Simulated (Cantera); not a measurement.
Input: 1 mol SiH2Cl2, 0.18 mol N2O, 8 mol N2, at 13300 Pa.

Cantera equilibrium calculation (NASA polynomials, part measured and part estimated; ideal gas, pure solids and liquids). Candidate condensed phases: H2O, NH4Cl, Si, SiO2, Si2N2O, Si3N4; 47 gas species. The tables' values for SiCl, SiCl3, SiN are old estimates; treat these amounts as uncertain. Gases not in the tables: Si2H6 and higher silanes. The numbers say what is thermodynamically allowed, not how fast it happens. All values below are at 1800 °C.

Base state: N2 0.788, H2 0.0714, SiCl2 0.0702, HCl 0.0477, SiO 0.0173, H 0.00193, SiCl 0.00103, Cl 0.000949 (mole fractions); condensed: Si(l).

Q: What changes in the equilibrium state with this change: SiH2Cl2 replaced by TEOS?

A: 
| species | before | after |
|---|---|---|
| H2 | 0.0714 | 0.439 |
| N2 | 0.788 | 0.361 |
| CO | 0 | 0.184 |
| SiCl2 | 0.0702 | 0 |
| HCl | 0.0477 | 0 |
| SiO | 0.0173 | 0.00202 |
| HCN | 0 | 0.00774 |
| SiCl | 0.00103 | 0 |
| Si(l), mol | 0.0612 | 0 |
| C(graphite), mol | 0 | 2.70 |
| SiC(s), mol | 0 | 0.953 |
The feed counts by its element totals alone. Further candidate phases: C, C6H6, C7H8, C8H18, SiC.
